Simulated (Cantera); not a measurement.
A freely propagating, adiabatic, planar premixed flame of H2 : O2 : N2 = 1 : 0.521 : 1.96 (molar parts), equivalence ratio 0.96, unburnt at 300 K and 100.0 Torr; mixture-averaged transport, grid criteria slope 0.08 and curve 0.16, no radiation.

Detailed kinetics in Cantera: the H2/O2 subset of GRI-Mech 3.0, which has no nitrogen chemistry. Burning velocities carry a grid error of a few per cent, more on coarse grids.

**Question.** What does this change do: H2 1 to 1.3 parts?

**Answer.** 
```csv
quantity,before,after
laminar burning velocity,192 cm/s,229 cm/s
thermal thickness,5.03 mm,5.05 mm
peak x(O),0.0123,0.00916
peak x(H),0.0670,0.0934
peak x(HO2),0.000143,0.000143
```

**Question.** What does this change do: inlet temperature 300 to 400 K?

**Answer.** 
```csv
quantity,before,after
laminar burning velocity,192 cm/s,296 cm/s
thermal thickness,5.03 mm,5.75 mm
peak x(O),0.0123,0.0138
peak x(H),0.0670,0.0738
peak x(HO2),0.000143,0.000109
```
